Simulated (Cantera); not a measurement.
A freely propagating, adiabatic, planar premixed flame of 4.93 % C3H8, 19.0 % O2, 71.5 % N2, 4.59 % CO2, unburnt at 498 K and 1050 Torr; mixture-averaged transport, grid criteria slope 0.08 and curve 0.16, no radiation.

Detailed kinetics in Cantera: GRI-Mech 3.0 (53 species, 325 reactions). GRI-Mech 3.0 was tuned for natural gas; its chemistry of propane as a main component is partial and can be far from experiment. Burning velocities carry a grid error of a few per cent, more on coarse grids.

### Question
Predict: laminar burning velocity; thermal thickness; peak x(HCN).

### Answer
* **laminar burning velocity**: 71.6 cm/s
* **thermal thickness**: 0.256 mm
* **peak x(HCN)**: 1.46e-5
